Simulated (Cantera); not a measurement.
Cantera run, input and output.

```python
import numpy as np
import cantera as ct

gas = ct.Solution("h2o2.yaml")
gas.TPX = 450, 14000, {'H2': 1, 'O2': 0.833, 'N2': 3.13}
flame = ct.FreeFlame(gas, width=0.16)
flame.set_refine_criteria(ratio=3, slope=0.08, curve=0.16)
flame.transport_model = "mixture-averaged"
flame.solve(loglevel=0, auto=True)
flame.transport_model = "multicomponent"
flame.soret_enabled = True
flame.solve(loglevel=0, refine_grid=True)
z, T = flame.grid, flame.T
thick = (T[-1] - T[0]) / np.gradient(T, z).max()
show = ['H2', 'O2', 'O', 'H2O', 'HO2', 'H2O2']
print(f"laminar burning velocity  {flame.velocity[0] * 100:.3f} cm/s")
print(f"burnt temperature         {T[-1]:.1f} K")
print(f"thermal thickness         {thick * 1e3:.4f} mm")
print(f"grid points               {len(z)}")
z0 = z[flame.heat_release_rate.argmax()]
print(f"{'z/mm':>9s}{'T/K':>9s}{'u/(m/s)':>9s}" + "".join(f"{s:>11s}" for s in show))
rows = []
for k in (-3, -2, -1.5, -1, -0.5, -0.25, 0, 0.25, 0.5, 1, 2, 4, 8):
    zz = z0 + k * thick
    rows.append([k * thick, np.interp(zz, z, T), np.interp(zz, z, flame.velocity),
                 *(np.interp(zz, z, flame.X[gas.species_index(s)]) for s in show)])
    print(f"{rows[-1][0] * 1e3:9.3f}{rows[-1][1]:9.1f}{rows[-1][2]:9.3f}" + "".join(f"{x:11.3e}" for x in rows[-1][3:]))
```

Output:

```
laminar burning velocity  215.443 cm/s
burnt temperature         1942.6 K
thermal thickness         4.9702 mm
grid points               116
     z/mm      T/K  u/(m/s)         H2         O2          O        H2O        HO2       H2O2
  -14.910    450.0    2.154  2.015e-01  1.678e-01  1.120e-14  1.320e-12  5.536e-13  5.316e-15
   -9.940    450.0    2.154  2.015e-01  1.678e-01  1.336e-12  1.119e-10  5.959e-11  5.712e-13
   -7.455    450.0    2.154  2.015e-01  1.678e-01  3.126e-11  2.508e-09  1.630e-09  1.634e-11
   -4.970    450.0    2.154  2.011e-01  1.679e-01  2.710e-09  2.568e-07  2.115e-07  2.486e-09
   -2.485    464.6    2.194  1.892e-01  1.700e-01  4.387e-06  8.398e-04  8.945e-05  5.742e-06
   -1.243    651.5    2.999  1.543e-01  1.669e-01  1.395e-04  1.805e-02  5.538e-05  7.766e-06
    0.000   1011.0    4.551  7.945e-02  1.350e-01  4.144e-03  8.732e-02  2.285e-05  9.902e-07
    1.243   1270.7    5.688  2.416e-02  9.223e-02  1.152e-02  1.595e-01  1.255e-05  1.289e-06
    2.485   1398.2    6.234  1.502e-02  8.176e-02  1.307e-02  1.771e-01  9.345e-06  9.697e-07
    4.970   1532.2    6.784  1.310e-02  7.815e-02  1.174e-02  1.861e-01  7.101e-06  5.498e-07
    9.940   1660.0    7.293  1.069e-02  7.592e-02  9.144e-03  1.949e-01  5.266e-06  2.811e-07
   19.881   1771.4    7.724  7.439e-03  7.455e-02  6.095e-03  2.037e-01  3.617e-06  1.485e-07
   39.761   1853.3    8.034  4.302e-03  7.409e-02  3.423e-03  2.109e-01  2.251e-06  8.590e-08
```

Cantera simulation using the H2/O2 subset of GRI-Mech 3.0, which has no nitrogen chemistry; the numbers are that mechanism's predictions, not measurements. Burning velocities carry a grid error of a few per cent, more on coarse grids. Lean hydrogen flames are cellular in practice and burn faster than this planar one.
